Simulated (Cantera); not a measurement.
**Pyrogenic steam for wet oxidation**

An isothermal, constant-pressure homogeneous reactor starts with H2 : O2 : N2 = 1.1 : 1 : 0.59 (molar parts), equivalence ratio 0.55, at 900 K and 0.987 atm.

Computed with Cantera and the H2/O2 subset of GRI-Mech 3.0, which has no nitrogen chemistry. Below about 950 K walls govern HO2 and H2O2 in real vessels. The temperature is held fixed by assumption; the heat of reaction is taken as removed at once.

```csv
t (s),x H2,x O2,x H2O2,x O,x H2O,x OH,x H
0.000800,0.409,0.372,4.09e-10,4.91e-12,4.32e-9,1.19e-12,2.97e-11
0.00163,0.409,0.372,1.74e-9,5.83e-12,9.72e-9,1.42e-12,3.53e-11
0.00332,0.409,0.372,7.54e-9,7.96e-12,2.40e-8,1.96e-12,4.82e-11
0.00676,0.409,0.372,3.43e-8,1.36e-11,6.97e-8,3.45e-12,8.23e-11
0.0138,0.409,0.372,1.80e-7,3.33e-11,2.75e-7,8.93e-12,2.01e-10
0.0280,0.409,0.372,1.37e-6,1.41e-10,1.84e-6,4.12e-11,8.55e-10
0.0571,0.409,0.372,1.63e-5,7.72e-10,2.19e-5,2.76e-10,4.67e-9
0.116,0.409,0.372,0.000141,3.91e-9,0.000286,1.78e-9,2.37e-8
0.237,0.405,0.370,0.00101,2.11e-8,0.00413,1.25e-8,1.30e-7
0.482,0.379,0.359,0.00271,3.65e-8,0.0361,3.19e-8,2.25e-7
0.982,0.313,0.333,0.00284,2.76e-8,0.118,3.61e-8,1.54e-7
2.00,0.197,0.287,0.00212,2.12e-8,0.265,4.45e-8,8.95e-8
```
x: mole fraction; the columns are a selection and need not sum to one.

Equilibrium at this temperature and pressure: H2 3.61e-12, O2 0.210, H2O2 1.60e-10, O 2.49e-12, H2O 0.514, OH 2.98e-8, H <1e-12 (gas phase only).
